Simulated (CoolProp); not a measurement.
Values from CoolProp's reference Helmholtz-energy equation of state, Thol 2016.

Task: For hexamethyldisiloxane (MM), give the phase and the density (kg/m³), cp (kJ/(kg K)), speed of sound (m/s), fugacity coefficient at 366.2 K and 0.101 MPa; 455.6 K and 0.101 MPa; 477.9 K and 0.101 MPa.

Result: 
- 366.2 K and 0.101 MPa: liquid; density 684, cp 2.09, speed of sound 643, fugacity coefficient 0.764
- 455.6 K and 0.101 MPa: gas; density 4.46, cp 1.92, speed of sound 150, fugacity coefficient 0.971
- 477.9 K and 0.101 MPa: gas; density 4.23, cp 1.97, speed of sound 155, fugacity coefficient 0.975
